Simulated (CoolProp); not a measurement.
Vapour-liquid equilibrium of n-hexane (1) + ethylbenzene (2) at 94.35 °C; x and y are mole fractions of (1).

Computed with CoolProp (multi-fluid Helmholtz-energy mixture model, Thol 2019 and Zhou 2012; pair parameters Bell 2016).

| x | bubble pressure, mixture model (MPa) | bubble pressure, Raoult's law (MPa) | y, mixture model | y, Raoult's law |
|---|---|---|---|---|
| 0.05 | 0.04085 | 0.03749 | ___ | 0.283 |
| 0.2 | 0.07423 | 0.06512 | 0.682 | 0.653 |
| 0.35 | 0.1029 | 0.09276 | ___ | 0.802 |
| 0.5 | 0.1287 | 0.1204 | 0.872 | 0.883 |
| 0.65 | 0.1532 | 0.1480 | 0.919 | 0.933 |
| 0.8 | 0.1777 | 0.1757 | ___ | 0.968 |
| 0.95 | 0.2035 | 0.2033 | 0.989 | 0.993 |

Task: What belongs in the gaps?

Result: 
- 0.05, y, mixture model: 0.336
- 0.35, y, mixture model: 0.804
- 0.8, y, mixture model: 0.956

The largest gap from Raoult's law is +14.0 % in bubble pressure, at x = 0.2. No azeotrope shows between x = 0.05 and 0.95.

The pair parameters rest on a limited set of measurements; away from them the model extrapolates.
